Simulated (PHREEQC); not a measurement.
Model water analysis in mg/L, 25 °C, pH 5.87, pe 10.4:

| constituent | mg/L |
|---|---|
| Na | 0.0757 |
| K | 0.013 |
| Ca | 0.117 |
| Mg | 0.0426 |
| Cl | 0.213 |
| S(6) as SO4 | 0.0623 |
| Alkalinity as HCO3 | 0.362 |
| Si as SiO2 | 0.000326 |
| Sr | 0.00226 |

Valence states are taken as typed.

Equilibrium calculation in PHREEQC: ion-association model, phreeqc.dat.

| quantity | before | after |
|---|---|---|
| ionic strength (mol/kgw) | 1.98e-5 | 2.17e-5 |
| CO2 (mol/kgw) | 2.20e-5 | 6.44e-5 |
| HCO3- (mol/kgw) | 7.28e-6 | 9.11e-6 |
| CO3-2 (mol/kgw) | 2.57e-10 | 1.37e-10 |
| SI of Quartz (SiO2) | -4.29 | -4.29 |

Question: Which change was made?
A) pH from 5.87 to 6.87 at the same alkalinity
B) pH from 5.87 to 5.5 at the same alkalinity
C) Cl from 0.213 to 0.639 mg/L

Answer: B, pH from 5.87 to 5.5 at the same alkalinity

Precipitation was switched off in this run.
